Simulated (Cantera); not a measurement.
A closed system holds: 1 mol borazine, 0.21 mol NH₃, 0.53 mol N₂, held at 2002 °C and 2.25 Torr.

Method: chemical equilibrium by Gibbs-energy minimisation in Cantera with the NASA 1993 tables (ideal gas, pure condensed phases). Candidate condensed phases: B, BN; 15 gas species. The feed counts by its element totals alone. The tables' values for BH₂ are old estimates; treat these amounts as uncertain. Equilibrium is a limit: real reactors are often held back by kinetics, nucleation or transport.

Base state: H₂ 0.516, N₂ 0.369, H 0.111, B 0.00246, BH₂ 0.000963, BH 9.12e-5, BN 4.77e-5 (mole fractions); condensed: B(s).

Task: What changes in the equilibrium state with this change: N₂ from 0.53 to 67 mol?

Result: 
```json
[
 {"species": "N₂", "before": "0.369", "after": "0.938"},
 {"species": "H₂", "before": "0.516", "after": "0.0315"},
 {"species": "H", "before": "0.111", "after": "0.0275"},
 {"species": "B", "before": "0.00246", "after": "0.00246"},
 {"species": "BH₂", "before": "0.000963", "after": "5.88e-5"},
 {"species": "BH", "before": "9.12e-5", "after": "2.25e-5"},
 {"species": "BN", "before": "4.77e-5", "after": "7.60e-5"},
 {"species": "B(s), mol", "before": "2.98", "after": "2.81"}
]
```
